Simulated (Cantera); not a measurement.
Feed: 1 mol MgO, 1.9 mol Br2, 3.2 mol N2, held at 43.5 Torr.

Cantera equilibrium calculation (NASA polynomials, part measured and part estimated; ideal gas, pure solids and liquids). Candidate condensed phases: Br2, Mg, MgBr2, MgO; 17 gas species. Rates play no part.

x: gas mole fraction; n: condensed amount in mol.

```tsv
T (K)	x N2	x Br	x Br2	x MgBr2	x O2	x NO	x O	n MgO(s)
1300	0.570	0.181	0.245	0.00238	0.00118	2.52e-5	2.52e-8	0.987
1325	0.562	0.207	0.227	0.00305	0.00151	3.32e-5	4.44e-8	0.983
1350	0.553	0.234	0.208	0.00385	0.00190	4.32e-5	7.64e-8	0.978
1375	0.544	0.261	0.188	0.00476	0.00235	5.52e-5	1.28e-7	0.972
1400	0.535	0.288	0.168	0.00578	0.00286	6.96e-5	2.10e-7	0.965
1425	0.527	0.315	0.148	0.00690	0.00341	8.66e-5	3.36e-7	0.958
1450	0.518	0.340	(withheld)	(withheld)	(withheld)	(withheld)	(withheld)	0.950
1475	0.510	0.363	(withheld)	(withheld)	(withheld)	(withheld)	(withheld)	0.941
1500	0.503	0.385	0.0960	0.0107	0.00525	0.000155	1.22e-6	0.932
1525	0.497	0.404	0.0814	0.0120	0.00589	0.000184	1.81e-6	0.923
1550	0.491	0.420	0.0684	0.0133	0.00652	0.000216	2.63e-6	0.914
1575	0.486	0.434	0.0572	0.0145	0.00714	0.000251	3.76e-6	0.904
```

Task: Complete the blanks.

Result: 
- 1475, x Br2: 0.112
- 1475, x MgBr2: 0.00937
- 1475, x O2: 0.00462
- 1475, x NO: 0.000129
- 1475, x O: 8.10e-7
- 1450, x Br2: 0.130
- 1450, x MgBr2: 0.00811
- 1450, x O2: 0.00400
- 1450, x NO: 0.000106
- 1450, x O: 5.27e-7
